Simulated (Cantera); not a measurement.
**Thermodynamics of hydrogen reduction and annealing atmospheres, feed V2O3 + H2 + H2O**

Charge: 1 mol V2O3, 570 mol H2, 0.085 mol H2O, equilibrated at 480 Pa.

Method: chemical equilibrium by Gibbs-energy minimisation in Cantera with the NASA 1993 tables (ideal gas, pure condensed phases). Candidate condensed phases: H2O, V, VO, V2O3, V2O4, V2O5; 12 gas species. Mutual solubility and eutectic melting of coexisting phases are not modelled. VO: taken at fixed stoichiometry. Condensed phases not in the tables: the oxides between V2O3 and V2O5 other than VO2. Equilibrium is a limit: real reactors are often held back by kinetics, nucleation or transport.

```tsv
T (K)	x H2	x H2O	x H	x VO2	x VO	x OH	n V2O3(s)	n VO(s)
1025	1.000	0.000149	6.29e-8	<1e-12	<1e-12	<1e-12	1.00	0
1075	1.000	0.000149	2.12e-7	<1e-12	<1e-12	<1e-12	1.00	0
1125	1.000	0.000224	6.41e-7	<1e-12	<1e-12	<1e-12	0.957	0.0850
1175	1.000	0.000360	1.77e-6	<1e-12	<1e-12	4.45e-12	0.880	0.241
1225	0.999	0.000558	4.50e-6	5.65e-12	<1e-12	2.29e-11	0.767	0.466
1275	0.999	0.000835	1.06e-5	4.42e-11	5.69e-12	1.03e-10	0.609	0.782
1325	0.999	0.00121	2.36e-5	2.94e-10	3.86e-11	4.17e-10	0.395	1.21
1375	0.998	0.00171	4.94e-5	1.70e-9	2.26e-10	1.52e-9	0.112	1.78
1425	0.998	0.00190	9.84e-5	7.01e-9	1.17e-9	4.10e-9	0	2.00
1475	0.998	0.00190	0.000187	2.36e-8	5.37e-9	9.35e-9	0	2.00
1525	0.998	0.00190	0.000341	7.34e-8	2.23e-8	2.02e-8	0	2.00
```
x: gas mole fraction; n: condensed amount in mol.

From 1025 K to 1075 K the condensed part is V2O3(s). From 1125 K to 1375 K the condensed part is VO(s) + V2O3(s). From 1425 K to 1525 K the condensed part is VO(s).
